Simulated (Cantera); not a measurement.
# Equilibrium for chemical vapour transport: MgO + HCl + O₂

Input: 1 mol MgO, 1.2 mol HCl, 0.2 mol O₂, held at 675 °C and 1800 Torr.

These are equilibrium values from Cantera (NASA tables, ideal gas, pure condensed phases), not measurements of a reactor. Candidate condensed phases: H₂O, Mg, MgCl₂, MgO, Mg(OH)₂; 22 gas species. Condensed phases not in the tables: MgOHCl. The numbers say what is thermodynamically allowed, not how fast it happens.

```
Item                                 Result
--------------------------------  ---------
x(HCl)                                0.518
x(H₂O)                                0.216
x(Cl₂)                                0.216
x(O₂)                                0.0504
x(Cl)                               5.14e-5
x(HOCl)                             2.66e-5
x(MgCl₂)                            8.92e-6
x(ClO)                              1.29e-6
n(MgO(s))                         1.000 mol
gas amount                        1.264 mol
log10 activity of Mg(l) (absent)     -27.03
```
